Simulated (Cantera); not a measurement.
What does this Cantera script print?

```python
import numpy as np
import cantera as ct

gas_names = """
    C CH CH2 CH3 CH4 C2 C2H C2H2,acetylene C2H2,vinylidene C2H3,vinyl C2H4 C2H5 C2H6 C3 C3H3,propargyl
    C3H4,allene C3H4,propyne C3H4,cyclo- C3H5,allyl C3H6,propylene C3H6,cyclo- C3H7,n-propyl
    C3H7,i-propyl C3H8 C4 C4H2 C4H4,1,3-cyclo- C4H6,butadiene C4H6,2-butyne C4H6,cyclo- C4H8,1-butene
    C4H8,cis2-buten C4H8,tr2-butene C4H8,isobutene C4H8,cyclo- C4H9,n-butyl C4H9,i-butyl C4H9,s-butyl
    C4H9,t-butyl C4H10,isobutane C4H10,n-butane C5 C5H6,1,3cyclo- C5H8,cyclo- C5H10,1-pentene
    C5H10,cyclo- C5H11,pentyl C5H11,t-pentyl C5H12,n-pentane C5H12,i-pentane CH3C(CH3)2CH3 C6H2
    C6H5,phenyl C6H6 C6H10,cyclo- C6H12,1-hexene C6H12,cyclo- C6H13,n-hexyl C7H7,benzyl C7H8
    C7H14,1-heptene C7H15,n-heptyl C7H16,n-heptane C8H8,styrene C8H10,ethylbenz C8H16,1-octene
    C8H17,n-octyl C8H18,isooctane C8H18,n-octane C9H19,n-nonyl C10H8,naphthale C10H21,n-decyl
    C12H9,o-bipheny C12H10,bipheny H H2 Si SiC SiC2 SiC4H12 SiH SiH2 SiH3 SiH4 Si2 Si2C Si3
""".split()
cond_names = """
    C(gr) C6H6(L) C7H8(L) C8H18(L),n-octa Si(cr) Si(L) SiC(b)
""".split()


def load(file, names, dense=False):
    # The tables refer to 1 bar. Condensed volumes are neglected.
    table = {s.name: s for s in ct.Species.list_from_file(file)}
    out = []
    for n in names:
        d = dict(table[n].input_data)
        d["thermo"] = dict(d["thermo"], **{"reference-pressure": 1e5})
        if dense:
            d["equation-of-state"] = {"model": "constant-volume", "density": "1e6 g/cm^3"}
        out.append(ct.Species.from_dict(d))
    return out


gas = ct.Solution(thermo="ideal-gas", species=load("nasa_gas.yaml", gas_names))
cond = {s.name: ct.Solution(thermo="fixed-stoichiometry", species=[s], name=s.name)
        for s in load("nasa_condensed.yaml", cond_names, dense=True)}
atoms = {
    'Si(CH3)4': {'Si': 1, 'C': 4, 'H': 12},
    'C2H2': {'C': 2, 'H': 2},
    'H2': {'H': 2},
}
top_T = {'C(gr)': 4500, 'SiC(b)': 3050}  # K; cautious upper limits of use, not melting points


def equilibrate(T, P, feed):
    n = {}
    for name, mol in feed.items():
        for a, k in atoms[name].items():
            n[a] = n.get(a, 0.0) + k * mol
    gas.TPX = T, P, n
    mass = sum(n.values()) * gas.mean_molecular_weight
    gas.equilibrate("TP")
    valid = [c for c in cond.values() if c.min_temp <= T <= top_T.get(c.name, c.max_temp)]
    mix = ct.Mixture([(gas, mass / gas.mean_molecular_weight)] + [(c, 0.0) for c in valid])
    mix.T, mix.P = T, P
    mix.equilibrate("TP", solver="vcs", rtol=1e-11, max_steps=5000)
    return mix


results = []
feed = {'Si(CH3)4': 1, 'C2H2': 1.1, 'H2': 100}  # mol
P = 100000  # Pa
for T in [1623, 1723, 1823, 1923, 2023, 2123, 2223, 2323, 2423]:
    mix = equilibrate(T, P, feed)
    results.append((T, P, feed, dict(zip(mix.species_names, mix.species_moles))))

top = {s: max(r[3][s] / sum(r[3][g] for g in gas_names) for r in results) for s in gas_names}
cols = sorted((s for s in top if top[s] > 1e-05), key=lambda s: -top[s])[:5]
seen = [c for c in cond_names if any(r[3].get(c, 0) > 1e-12 for r in results)]
print("log10 of partial pressures in bar; condensed amounts in mol")
print(f"{'T/K':>10s}" + "".join(f"{s[:9]:>10s}" for s in cols + seen))
for T, P, feed, n in results:
    ng = sum(n[g] for g in gas_names)
    print(f"{T:10.4g}" + "".join(f"{np.log10(max(n[s] / ng * P / 1e5, 1e-99)):10.3f}" for s in cols)
          + "".join(f"{n.get(c, 0):10.4g}" for c in seen))
```

It prints:

```
log10 of partial pressures in bar; condensed amounts in mol
       T/K        H2         H C2H2,acet       CH4        Si     C(gr)    SiC(b)
      1623    -0.001    -4.161    -4.459    -2.830    -8.750     5.034         1
      1723    -0.001    -3.739    -4.044    -2.998    -7.785     5.072         1
      1823    -0.001    -3.364    -3.676    -3.148    -6.928     5.077    0.9999
      1923    -0.001    -3.026    -3.346    -3.281    -6.160     5.046    0.9996
      2023    -0.001    -2.722    -3.050    -3.401    -5.469     4.965    0.9986
      2123    -0.002    -2.446    -2.783    -3.510    -4.845     4.813    0.9956
      2223    -0.004    -2.196    -2.542    -3.610    -4.277     4.561    0.9865
      2323    -0.007    -1.967    -2.322    -3.703    -3.758     4.174    0.9601
      2423    -0.012    -1.757    -2.123    -3.791    -3.283     3.616    0.8857
```

Method: chemical equilibrium by Gibbs-energy minimisation in Cantera with the NASA 1993 tables (ideal gas, pure condensed phases). Gases not in the tables: Si2H6 and higher silanes.
